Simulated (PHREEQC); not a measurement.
0.027 g of hydrous ferric oxide (600 m²/g; 0.2 weak and 0.005 strong sites per Fe, Dzombak-Morel constants, diffuse double layer) in 1 kg of water with 0.3 mol/kgw of an inert sodium salt and 2.6e-06 mol/kgw CaCl2, 4.1e-06 mol/kgw CuCl2 and 2.9e-06 mol/kgw NaH2PO4, at 25 °C; the pH is set by adding NaOH or the inert anion's acid. Oxygen alone is held at its pressure in air (log pO2 = -0.68). The system is closed to CO2. Precipitation was switched off in this run.

Equilibrium calculation in PHREEQC: ion-association model, wateq4f.dat.

```json
[
 {"pH": "3", "Ca sorbed (%)": "0.0", "Cu sorbed (%)": "0.0", "P sorbed (%)": "99.3", "surface charge σ (C/m²)": "0.349", "surface potential ψ (mV)": "123"},
 {"pH": "3.5", "Ca sorbed (%)": "0.0", "Cu sorbed (%)": "0.0", "P sorbed (%)": "99.5", "surface charge σ (C/m²)": "0.341", "surface potential ψ (mV)": "122"},
 {"pH": "4", "Ca sorbed (%)": "0.0", "Cu sorbed (%)": "0.2", "P sorbed (%)": "99.6", "surface charge σ (C/m²)": "0.325", "surface potential ψ (mV)": "119"},
 {"pH": "4.5", "Ca sorbed (%)": "0.0", "Cu sorbed (%)": "1.7", "P sorbed (%)": "99.8", "surface charge σ (C/m²)": "0.295", "surface potential ψ (mV)": "115"},
 {"pH": "5", "Ca sorbed (%)": "0.0", "Cu sorbed (%)": "11.2", "P sorbed (%)": "99.8", "surface charge σ (C/m²)": "0.250", "surface potential ψ (mV)": "106"},
 {"pH": "5.5", "Ca sorbed (%)": "0.0", "Cu sorbed (%)": "36.8", "P sorbed (%)": "99.8", "surface charge σ (C/m²)": "0.196", "surface potential ψ (mV)": "94"},
 {"pH": "6", "Ca sorbed (%)": "0.0", "Cu sorbed (%)": "72.8", "P sorbed (%)": "99.8", "surface charge σ (C/m²)": "0.145", "surface potential ψ (mV)": "80"},
 {"pH": "6.5", "Ca sorbed (%)": "0.0", "Cu sorbed (%)": "94.1", "P sorbed (%)": "99.6", "surface charge σ (C/m²)": "0.100", "surface potential ψ (mV)": "63"},
 {"pH": "7", "Ca sorbed (%)": "0.0", "Cu sorbed (%)": "98.7", "P sorbed (%)": "98.8", "surface charge σ (C/m²)": "0.063", "surface potential ψ (mV)": "44"},
 {"pH": "7.5", "Ca sorbed (%)": "0.1", "Cu sorbed (%)": "99.2", "P sorbed (%)": "95.3", "surface charge σ (C/m²)": "0.032", "surface potential ψ (mV)": "25"},
 {"pH": "8", "Ca sorbed (%)": "0.4", "Cu sorbed (%)": "99.1", "P sorbed (%)": "81.3", "surface charge σ (C/m²)": "0.006", "surface potential ψ (mV)": "5"},
 {"pH": "8.5", "Ca sorbed (%)": "1.8", "Cu sorbed (%)": "98.7", "P sorbed (%)": "48.5", "surface charge σ (C/m²)": "-0.018", "surface potential ψ (mV)": "-14"},
 {"pH": "9", "Ca sorbed (%)": "8.6", "Cu sorbed (%)": "97.8", "P sorbed (%)": "16.7", "surface charge σ (C/m²)": "-0.044", "surface potential ψ (mV)": "-33"}
]
```

H3PO4, which wateq4f.dat lacks, is added to it with the constant of phreeqc.dat. The database has no phosphate complexes of Cu. The database's constant for dissolved Cu(OH)2 is higher than later reviews accept. The oxide is taken as insoluble; below pH 4 it would dissolve.
